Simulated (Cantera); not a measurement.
Charge: 1 mol MgCO3, 2.3 mol O2, 2.8 mol H2O, 0.74 mol H2S, at 1350 °C.

Method: chemical equilibrium by Gibbs-energy minimisation in Cantera with the NASA 1993 tables (ideal gas, pure condensed phases). Candidate condensed phases: C, C6H6, C7H8, C8H18, H2O, H2SO4, Mg, MgCO3, MgO, Mg(OH)2, MgS, MgSO4, S; 130 gas species. Kinetics and transport are ignored.

At 10.0 mbar, list the 7 most abundant gas species with their mole fractions, and the condensed phases.

H2O 0.546, O2 0.183, CO2 0.154, SO2 0.114, OH 0.00151, H2 0.000111, SO3 0.000102. Condensed: MgO(s).
